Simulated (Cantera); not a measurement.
A perfectly stirred reactor is fed with 9.57 % H2, 5.32 % O2, 85.1 % N2, at 82.5 Torr; it is held at 1123 K, and followed from long to short residence time.

Computed with Cantera and the H2/O2 subset of GRI-Mech 3.0, which has no nitrogen chemistry. The temperature is held fixed by assumption; the heat of reaction is taken as removed at once.

### Question
Predict: x(H2) at τ = 8.70 s; x(O2) at τ = 8.70 s; x(HO2) at τ = 8.70 s; x(H2O) at τ = 8.70 s; x(O) at τ = 8.70 s; x(H2) at τ = 0.130 s; x(O2) at τ = 0.130 s; x(HO2) at τ = 0.130 s; x(H2O) at τ = 0.130 s; x(O) at τ = 0.130 s.

### Answer
```json
{
 "x(H2) at τ = 8.70 s": "0.000354",
 "x(O2) at τ = 8.70 s": "0.00573",
 "x(HO2) at τ = 8.70 s": "4.71e-7",
 "x(H2O) at τ = 8.70 s": "0.100",
 "x(O) at τ = 8.70 s": "3.20e-5",
 "x(H2) at τ = 0.130 s": "0.00381",
 "x(O2) at τ = 0.130 s": "0.00785",
 "x(HO2) at τ = 0.130 s": "8.36e-7",
 "x(H2O) at τ = 0.130 s": "0.0946",
 "x(O) at τ = 0.130 s": "0.000468"
}
```
